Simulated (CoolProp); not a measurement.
Isohexane along the isobar 4.52 MPa: Z from the reference equation and from simpler models built on Tc = 497.7 K, pc = 3.043 MPa, ω = 0.280; each cubic takes its own stable root.

Computed with CoolProp (reference Helmholtz-energy equation of state, Lemmon 2006). It is a short technical equation, of lower accuracy than the large ones.

| T (K) | phase | reference |
|---|---|---|
| 464.6 | liquid | 0.2165 |
| 476.8 | liquid | 0.2218 |
| 489 | liquid | 0.2303 |
| 501.2 | supercritical | 0.2446 |
| 513.4 | supercritical | 0.2722 |
| 525.6 | supercritical | 0.3367 |
| 537.8 | supercritical | 0.4413 |
| 550 | supercritical | 0.5253 |

**Question.** How far does each simpler model (van der Waals, Redlich-Kwong, Soave-Redlich-Kwong, Peng-Robinson) lie from the reference over these 8 states: mean and median of the absolute difference, and the worst?

**Answer.** 
- van der Waals: mean 32.5 %, median 37.9 %, worst +53.1 % at 464.6 K and 4.52 MPa
- Redlich-Kwong: mean 13.4 %, median 17.5 %, worst +19.4 % at 489 K and 4.52 MPa
- Soave-Redlich-Kwong: mean 16.2 %, median 17.0 %, worst +22.1 % at 513.4 K and 4.52 MPa
- Peng-Robinson: mean 6.2 %, median 5.3 %, worst +11.8 % at 513.4 K and 4.52 MPa
